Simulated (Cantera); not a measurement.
What does this Cantera script print?

```python
import numpy as np
import cantera as ct

gas = ct.Solution("gri30.yaml")
gas.TPX = 1073, 13332, {'H2': 0.73, 'O2': 1, 'N2': 1.9, 'H2O': 0.083}
inlet = ct.Reservoir(gas, clone=True)

reactor = ct.IdealGasConstPressureReactor(gas, energy="off", clone=False)
exhaust = ct.Reservoir(gas, clone=True)
tau = [18, 6, 2, 0.67, 0.23, 0.076, 0.026, 0.0086, 0.0029, 0.00097, 0.00032][0]
for a, b in ((inlet, reactor), (reactor, exhaust)):
    ct.MassFlowController(a, b, mdot=lambda t: reactor.mass / tau)
net = ct.ReactorNet([reactor])
show = ['H2', 'O2', 'HO2', 'H', 'NO']

rows = []
print(f"{'tau/s':>10s}{'T/K':>9s}" + "".join(f"{s:>11s}" for s in show))
for tau in [18, 6, 2, 0.67, 0.23, 0.076, 0.026, 0.0086, 0.0029, 0.00097, 0.00032]:
    net.initial_time = 0.0
    net.advance(30 * tau)
    before = gas.X
    net.advance(40 * tau)
    drift = np.max(np.abs(gas.X - before) / (gas.X + 1e-9))
    rows.append([gas.T, *gas[show].X, drift])
    print(f"{tau:10.3e}{gas.T:9.1f}" + "".join(f"{x:11.3e}" for x in gas[show].X))
```

Output:

```
     tau/s      T/K         H2         O2        HO2          H         NO
 1.800e+01   1073.0  7.275e-05  1.897e-01  2.236e-06  8.272e-07  5.768e-08
 6.000e+00   1073.0  1.529e-04  1.897e-01  4.274e-06  2.495e-06  4.015e-08
 2.000e+00   1073.0  3.186e-04  1.897e-01  7.682e-06  7.512e-06  3.081e-08
 6.700e-01   1073.0  6.499e-04  1.898e-01  1.266e-05  2.245e-05  3.057e-08
 2.300e-01   1073.0  1.272e-03  1.900e-01  1.880e-05  6.527e-05  4.224e-08
 7.600e-02   1073.0  2.478e-03  1.903e-01  2.572e-05  1.963e-04  7.395e-08
 2.600e-02   1073.0  4.603e-03  1.909e-01  3.204e-05  5.660e-04  1.359e-07
 8.600e-03   1073.0  8.535e-03  1.920e-01  3.733e-05  1.662e-03  2.506e-07
 2.900e-03   1073.0  1.542e-02  1.941e-01  4.069e-05  4.632e-03  4.300e-07
 9.700e-04   1073.0  2.762e-02  1.983e-01  4.177e-05  1.204e-02  6.488e-07
 3.200e-04   1073.0  4.920e-02  2.065e-01  4.002e-05  2.629e-02  7.177e-07
```

Computed with Cantera and GRI-Mech 3.0 (53 species, 325 reactions). The temperature is held fixed by assumption; the heat of reaction is taken as removed at once.
